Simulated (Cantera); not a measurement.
An adiabatic, constant-volume homogeneous reactor starts with CO : H2 : CH4 : O2 : N2 = 1 : 0.035 : 0.56 : 5.46 : 20.5 (molar parts), equivalence ratio 0.30, at 1100 K and 520000 Pa. Integrator tolerance rtol = 1e-08.

Cantera simulation using GRI-Mech 3.0 (53 species, 325 reactions); the numbers are that mechanism's predictions, not measurements.

Problem. What does this change do: H2 0.035 to 0.027 parts?

Solution. 
| quantity | before | after |
|---|---|---|
| time of steepest temperature rise | 8.94 ms | 10.7 ms |
| temperature at 8.00 s | 2020 K | 2018 K |
| equilibrium temperature | 2020 K | 2018 K |
| x(CO) at 8.00 s | 7.98e-5 (gas-phase equilibrium 7.98e-5) | 7.85e-5 (gas-phase equilibrium 7.85e-5) |
| x(H2) at 8.00 s | 1.26e-5 (gas-phase equilibrium 1.26e-5) | 1.23e-5 (gas-phase equilibrium 1.23e-5) |
| x(CH4) at 8.00 s | <1e-12 (gas-phase equilibrium <1e-12) | <1e-12 (gas-phase equilibrium <1e-12) |
| x(C2H4) at 8.00 s | <1e-12 (gas-phase equilibrium <1e-12) | <1e-12 (gas-phase equilibrium <1e-12) |
| x(HCN) at 8.00 s | <1e-12 (gas-phase equilibrium <1e-12) | <1e-12 (gas-phase equilibrium <1e-12) |
| x(C2H2) at 8.00 s | <1e-12 (gas-phase equilibrium <1e-12) | <1e-12 (gas-phase equilibrium <1e-12) |
| x(H2O2) at 8.00 s | 9.55e-8 (gas-phase equilibrium 9.55e-8) | 9.43e-8 (gas-phase equilibrium 9.43e-8) |

Problem. What does this change do: initial temperature 1100 to 1650 K?

Solution. 
| quantity | before | after |
|---|---|---|
| time of steepest temperature rise | 8.94 ms | 45.3 µs |
| temperature at 8.00 s | 2020 K | 2451 K |
| equilibrium temperature | 2020 K | 2451 K |
| x(CO) at 8.00 s | 7.98e-5 (gas-phase equilibrium 7.98e-5) | 0.00159 (gas-phase equilibrium 0.00159) |
| x(H2) at 8.00 s | 1.26e-5 (gas-phase equilibrium 1.26e-5) | 0.000189 (gas-phase equilibrium 0.000189) |
| x(CH4) at 8.00 s | <1e-12 (gas-phase equilibrium <1e-12) | <1e-12 (gas-phase equilibrium <1e-12) |
| x(C2H4) at 8.00 s | <1e-12 (gas-phase equilibrium <1e-12) | <1e-12 (gas-phase equilibrium <1e-12) |
| x(HCN) at 8.00 s | <1e-12 (gas-phase equilibrium <1e-12) | 1.42e-12 (gas-phase equilibrium 1.42e-12) |
| x(C2H2) at 8.00 s | <1e-12 (gas-phase equilibrium <1e-12) | <1e-12 (gas-phase equilibrium <1e-12) |
| x(H2O2) at 8.00 s | 9.55e-8 (gas-phase equilibrium 9.55e-8) | 2.55e-7 (gas-phase equilibrium 2.55e-7) |

Problem. What does this change do: initial temperature 1100 to 1023 K?

Solution. 
```tsv
quantity	before	after
time of steepest temperature rise	8.94 ms	34.8 ms
temperature at 8.00 s	2020 K	1957 K
equilibrium temperature	2020 K	1957 K
x(CO) at 8.00 s	7.98e-5 (gas-phase equilibrium 7.98e-5)	4.57e-5 (gas-phase equilibrium 4.57e-5)
x(H2) at 8.00 s	1.26e-5 (gas-phase equilibrium 1.26e-5)	7.61e-6 (gas-phase equilibrium 7.61e-6)
x(CH4) at 8.00 s	<1e-12 (gas-phase equilibrium <1e-12)	<1e-12 (gas-phase equilibrium <1e-12)
x(C2H4) at 8.00 s	<1e-12 (gas-phase equilibrium <1e-12)	<1e-12 (gas-phase equilibrium <1e-12)
x(HCN) at 8.00 s	<1e-12 (gas-phase equilibrium <1e-12)	<1e-12 (gas-phase equilibrium <1e-12)
x(C2H2) at 8.00 s	<1e-12 (gas-phase equilibrium <1e-12)	<1e-12 (gas-phase equilibrium <1e-12)
x(H2O2) at 8.00 s	9.55e-8 (gas-phase equilibrium 9.55e-8)	7.92e-8 (gas-phase equilibrium 7.92e-8)
```
